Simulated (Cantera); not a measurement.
What does this Cantera script print?

```python
import numpy as np
import cantera as ct

gas_names = """
    NH3 O2 OH
""".split()
cond_names = """
    Zr(a) Zr(b) Zr(L) ZrN(s) ZrN(L)
""".split()


# ... load() reads the species with a 1 bar reference pressure and builds the phases ...
species = {s.name: s for s in load("nasa_gas.yaml", gas_names) + load("nasa_condensed.yaml", cond_names)}
# Each term lists the table entries of one substance; the one whose range holds T is used.
reactions = {
    '2 NH3(g) + 2 Zr + 3 O2(g) = 6 OH(g) + 2 ZrN':
        [(-2, ['NH3']), (-2, ['Zr(a)', 'Zr(b)', 'Zr(L)']), (-3, ['O2']), (6, ['OH']), (2, ['ZrN(s)', 'ZrN(L)'])],
}


def pick(names, T):
    return next(species[n] for n in names if species[n].thermo.min_temp <= T <= species[n].thermo.max_temp)


results = []
for label, terms in reactions.items():
    print(label)
    print("     T/K   dH/kJ  dS/(J/K)   dG/kJ   log10 K")
    for T in [975, 1075, 1175, 1275, 1375, 1475, 1575]:
        used = [(nu, pick(names, T)) for nu, names in terms]
        dH = sum(nu * s.thermo.h(T) for nu, s in used) / 1e6
        dS = sum(nu * s.thermo.s(T) for nu, s in used) / 1e3
        dG = dH - T * dS / 1e3
        logK = -dG * 1e6 / (ct.gas_constant * T * np.log(10))
        results.append((label, T, dH, dS, dG, logK, [s.name for _, s in used]))
        print(f"{T:8g} {dH:8.1f} {dS:8.1f} {dG:8.1f} {logK:8.2f}")
```

Result:

```
2 NH3(g) + 2 Zr + 3 O2(g) = 6 OH(g) + 2 ZrN
     T/K   dH/kJ  dS/(J/K)   dG/kJ   log10 K
     975   -381.4    143.4   -521.3    27.93
    1075   -380.5    144.3   -535.7    26.03
    1175   -387.5    138.1   -549.8    24.44
    1275   -386.2    139.3   -563.7    23.09
    1375   -384.9    140.2   -577.7    21.95
    1475   -383.8    141.0   -591.7    20.96
    1575   -382.8    141.6   -605.9    20.09
```

Standard-state values (1 bar) from the NASA 1993 polynomials, evaluated with Cantera. ZrN: taken at fixed stoichiometry. Condensed species are held in their standard states even where they would react or evaporate.
